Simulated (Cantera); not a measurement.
Charge: 1 mol SiHCl3, 4.5 mol H2, equilibrated at 1.33 mbar.

Method: chemical equilibrium by Gibbs-energy minimisation in Cantera with the NASA 1993 tables (ideal gas, pure condensed phases). Candidate condensed phases: Si; 19 gas species. The tables' values for SiCl, SiCl3 are old estimates; treat these amounts as uncertain. Gases not in the tables: Si2H6 and higher silanes. The numbers say what is thermodynamically allowed, not how fast it happens.

x: gas mole fraction; n: condensed amount in mol.

| T (°C) | x H2 | x H | x HCl | x Cl | x SiCl2 | x Si | x SiCl | n Si(s) | n Si(l) |
|---|---|---|---|---|---|---|---|---|---|
| 1350 | 0.684 | 0.00157 | 0.168 | 0.000303 | 0.144 | 0.000117 | 0.000241 | 0.0501 | 0 |
| 1450 | 0.681 | 0.00412 | 0.168 | 0.000789 | 0.144 | 0.000738 | 0.000766 | 0 | 0.0462 |
| 1550 | 0.669 | 0.00970 | 0.176 | 0.00194 | 0.138 | 0.00332 | 0.00197 | 0 | 0.0548 |
| 1650 | 0.648 | 0.0208 | 0.179 | 0.00432 | 0.130 | 0.0127 | 0.00452 | 0 | 0.00939 |
| 1750 | 0.603 | 0.0404 | 0.202 | 0.0101 | 0.107 | 0.0290 | 0.00734 | 0 | 0 |
| 1850 | ___ | ___ | 0.227 | ___ | ___ | ___ | 0.00952 | 0 | 0 |
| 1950 | 0.467 | 0.120 | 0.239 | 0.0445 | 0.0472 | 0.0707 | 0.0102 | 0 | 0 |
| 2050 | ___ | ___ | 0.226 | ___ | ___ | 0.0867 | 0.00889 | 0 | 0 |
| 2150 | 0.315 | 0.272 | 0.188 | 0.116 | 0.00841 | 0.0935 | 0.00630 | 0 | 0 |
| 2250 | 0.240 | 0.373 | 0.138 | 0.151 | 0.00249 | 0.0922 | 0.00379 | 0 | 0 |

Task: Fill in the missing entries.

Result: 
- 1850, x H2: 0.541
- 1850, x H: 0.0722
- 1850, x Cl: 0.0223
- 1850, x SiCl2: 0.0775
- 1850, x Si: 0.0496
- 2050, x H2: 0.391
- 2050, x H: 0.186
- 2050, x Cl: 0.0776
- 2050, x SiCl2: 0.0228
